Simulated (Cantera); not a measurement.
Adiabatic ignition

An adiabatic, constant-pressure homogeneous reactor starts with CH4 : CO : O2 : N2 = 1 : 0.07 : 3.63 : 13.7 (molar parts), equivalence ratio 0.56, at 1600 K and 4.93 atm.

Cantera simulation using GRI-Mech 3.0 (53 species, 325 reactions); the numbers are that mechanism's predictions, not measurements.

| t (s) | T (K) | x CH4 | x CO | x O2 | x H2 | x C2H2 |
|---|---|---|---|---|---|---|
| 1.00e-5 | 1600 | 0.0543 | 0.00380 | 0.197 | 3.24e-6 | 8.98e-12 |
| 2.13e-5 | 1600 | 0.0542 | 0.00380 | 0.197 | 1.29e-5 | 3.84e-10 |
| 4.54e-5 | 1602 | 0.0535 | 0.00384 | 0.197 | 9.56e-5 | 2.82e-8 |
| 9.69e-5 | 1655 | 0.0437 | 0.00689 | 0.189 | 0.00262 | 1.14e-5 |
| 0.000206 | 2617 | <1e-12 | 0.00540 | 0.0850 | 0.00159 | <1e-12 |
| 0.000440 | 2615 | <1e-12 | 0.00535 | 0.0843 | 0.00158 | <1e-12 |
| 0.000938 | 2610 | <1e-12 | 0.00529 | 0.0829 | 0.00156 | <1e-12 |
| 0.00200 | 2603 | <1e-12 | 0.00519 | 0.0809 | 0.00154 | <1e-12 |
| 0.00426 | 2597 | <1e-12 | 0.00509 | 0.0788 | 0.00151 | <1e-12 |
| 0.00909 | 2593 | <1e-12 | 0.00505 | 0.0778 | 0.00150 | <1e-12 |
| 0.0194 | 2593 | <1e-12 | 0.00504 | 0.0777 | 0.00150 | <1e-12 |
| 0.0413 | 2593 | <1e-12 | 0.00504 | 0.0777 | 0.00150 | <1e-12 |
| 0.0880 | 2593 | <1e-12 | 0.00504 | 0.0777 | 0.00150 | <1e-12 |
| 0.188 | 2593 | <1e-12 | 0.00504 | 0.0777 | 0.00150 | <1e-12 |
| 0.400 | 2593 | <1e-12 | 0.00504 | 0.0777 | 0.00150 | <1e-12 |
x: mole fraction; the columns are a selection and need not sum to one.

```
Item                                                                Result
---------------------------------  ---------------------------------------
time of steepest temperature rise                                 0.113 ms
temperature at 0.400 s                                              2593 K
equilibrium temperature                                             2593 K
x(CH4) at 0.400 s                    <1e-12 (gas-phase equilibrium <1e-12)
x(CO) at 0.400 s                   0.00504 (gas-phase equilibrium 0.00504)
x(O2) at 0.400 s                     0.0777 (gas-phase equilibrium 0.0777)
```
